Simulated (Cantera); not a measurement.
An adiabatic, constant-pressure homogeneous reactor starts with 8.46 % C3H8, 19.2 % O2, 72.3 % N2, equivalence ratio 2.2, at 1100 K and 1.01 bar.

Cantera simulation using GRI-Mech 3.0 (53 species, 325 reactions); the numbers are that mechanism's predictions, not measurements. GRI-Mech 3.0 was tuned for natural gas; its chemistry of propane as a main component is partial and can be far from experiment.

### Question
Predict: time of steepest temperature rise; temperature at 0.700 s; equilibrium temperature; x(O2) at 0.700 s; x(CO) at 0.700 s; x(NO) at 0.700 s.

### Answer
```json
{
 "time_of_steepest_temperature_rise": "56.7 ms",
 "temperature at 0.700 s": "2152 K",
 "equilibrium_temperature": "2152 K",
 "x(O2) at 0.700 s": "1.59e-7 (gas-phase equilibrium 1.59e-7)",
 "x(CO) at 0.700 s": "0.176 (gas-phase equilibrium 0.176)",
 "x(NO) at 0.700 s": "9.00e-6 (gas-phase equilibrium 8.22e-6)"
}
```
